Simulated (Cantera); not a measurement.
# Equilibrium for carbothermic reduction: MgO + CH₄ + CO + O₂

Charge: 1 mol MgO, 0.62 mol CH₄, 0.25 mol CO, 0.0046 mol O₂, held at 0.830 bar.

Cantera equilibrium calculation (NASA polynomials, part measured and part estimated; ideal gas, pure solids and liquids). Candidate condensed phases: C, C₆H₆, C₇H₈, C₈H₁₈, H₂O, Mg, MgCO₃, MgO, Mg(OH)₂; 116 gas species. The tables' values for MgH are old estimates; treat these amounts as uncertain. Rates play no part.

From 1377 °C to 1627 °C the condensed part is C(graphite) + MgO(s). From 1677 °C to 1977 °C the condensed part is MgO(s). The main Mg-bearing gas is Mg throughout. The share of Mg in condensed phases is highest at 1377 °C (99.9 %) and lowest at 1977 °C (38.6 %).

| T (°C) | x H₂ | x CO | x Mg | x H | x MgH | x H₂O | n C(graphite) | n MgO(s) |
|---|---|---|---|---|---|---|---|---|
| 1377 | 0.825 | 0.173 | 0.000442 | 9.06e-5 | 4.38e-6 | 7.64e-5 | 0.609 | 0.999 |
| 1427 | 0.823 | 0.174 | 0.00164 | 0.000147 | 1.70e-5 | 5.74e-5 | 0.607 | 0.998 |
| 1477 | 0.817 | 0.177 | 0.00561 | 0.000231 | 6.02e-5 | 4.41e-5 | 0.601 | 0.991 |
| 1527 | 0.797 | 0.184 | 0.0173 | 0.000351 | 0.000191 | 3.48e-5 | 0.583 | 0.973 |
| 1577 | 0.747 | 0.204 | 0.0472 | 0.000511 | 0.000523 | 2.84e-5 | 0.531 | 0.921 |
| 1627 | 0.640 | 0.246 | 0.111 | 0.000697 | 0.00118 | 2.34e-5 | 0.392 | 0.783 |
| 1677 | 0.455 | 0.320 | 0.222 | 0.000848 | 0.00206 | 1.80e-5 | 0 | 0.391 |
| 1727 | 0.454 | 0.320 | 0.222 | 0.00120 | 0.00212 | 3.74e-5 | 0 | 0.389 |
| 1777 | 0.454 | 0.320 | 0.222 | 0.00168 | 0.00218 | 7.50e-5 | 0 | 0.389 |
| 1827 | 0.453 | 0.320 | 0.222 | 0.00230 | 0.00225 | 0.000145 | 0 | 0.389 |
| 1877 | 0.452 | 0.319 | 0.222 | 0.00311 | 0.00231 | 0.000272 | 0 | 0.388 |
| 1927 | 0.451 | 0.319 | 0.222 | 0.00415 | 0.00236 | 0.000495 | 0 | 0.387 |
| 1977 | 0.450 | 0.319 | 0.222 | 0.00547 | 0.00242 | 0.000875 | 0 | 0.386 |
x: gas mole fraction; n: condensed amount in mol.
